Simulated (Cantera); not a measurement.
## Thermodynamics of halide evaporation, hydrolysis and transport, feed PbCl₂ + H₂

Feed: 1 mol PbCl₂, 11 mol H₂, held at 0.520 Pa.

Cantera equilibrium calculation (NASA polynomials, part measured and part estimated; ideal gas, pure solids and liquids). Candidate condensed phases: Pb, PbCl₂; 10 gas species. Rates play no part.

From 1200 K to 1500 K nothing is condensed. The main Pb-bearing gas is Pb throughout.

```tsv
T (K)	x H₂	x HCl	x Pb	x H
1200	0.771	0.152	0.0746	7.60e-5
1225	0.771	0.152	0.0749	0.000120
1250	0.771	0.152	0.0752	0.000186
1275	0.770	0.152	0.0755	0.000284
1300	0.770	0.153	0.0757	0.000426
1325	0.770	0.153	0.0758	0.000629
1350	0.769	0.153	0.0760	0.000917
1375	0.769	0.153	0.0761	0.00132
1400	0.768	0.153	0.0761	0.00187
1425	0.768	0.153	0.0762	0.00262
1450	0.767	0.152	0.0762	0.00363
1475	0.765	0.152	0.0762	0.00498
1500	0.764	0.152	0.0762	0.00675
```
x: gas mole fraction; nothing condenses.
